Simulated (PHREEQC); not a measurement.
# Copper plating or etch bath

Dissolve 4.1 mmol/kgw Cu(BF4)2 and 16 mmol/kgw NaCl at 69 °C. Closed to the air; pH follows from the charge balance.

All values are PHREEQC results (ion-association model, wateq4f.dat), not measurements.

Each row changes one thing in this solution. Precipitation was switched off in this run.

```tsv
case	pH	ionic strength (mol/kgw)	HF (mol/kgw)	BF4- (mol/kgw)	Cu+2 (mol/kgw)	F- (mol/kgw)	SI of Tenorite (CuO)	SI of CuF2:2H2O (CuF2:2H2O)
as made	3.07	0.0280	0.00674	0.00494	0.00347	0.00272	-2.78	-3.13
NaCl from 0.016 to 0.024 mol/kgw	3.07	0.0357	0.00671	0.00494	0.00331	0.00274	-2.83	(withheld)
0.00056 mol/kgw KF added	3.13	0.0284	0.00662	0.00499	0.00346	0.00304	-2.67	-3.04
Cu(BF4)2 from 0.0041 to 0.0082 mol/kgw	3.00	0.0394	0.00844	0.0120	0.00703	0.00297	-2.65	-2.81
temperature from 69 to 30 °C	(withheld)	0.0291	0.00363	0.00599	0.00389	0.00237	-4.20	(withheld)
NaCl from 0.016 to 0.08 mol/kgw	3.05	0.0903	0.00654	0.00495	0.00261	0.00280	-3.09	-3.46
Cu(BF4)2 from 0.0041 to 0.00615 mol/kgw	3.03	0.0337	0.00770	0.00839	0.00524	0.00287	-2.70	(withheld)
temperature from 69 to 50 °C	3.00	0.0287	0.00500	0.00553	0.00373	0.00252	-3.45	(withheld)
```

Q: What belongs in the gaps?

A: 
- NaCl from 0.016 to 0.024 mol/kgw, SI of CuF2:2H2O (CuF2:2H2O): -3.19
- temperature from 69 to 30 °C, pH: 2.95
- temperature from 69 to 30 °C, SI of CuF2:2H2O (CuF2:2H2O): -3.48
- Cu(BF4)2 from 0.0041 to 0.00615 mol/kgw, SI of CuF2:2H2O (CuF2:2H2O): -2.94
- temperature from 69 to 50 °C, SI of CuF2:2H2O (CuF2:2H2O): -3.29

Constants without temperature data keep their 25 °C values here. Real BF4- forms and hydrolyses slowly; the run takes it at equilibrium.
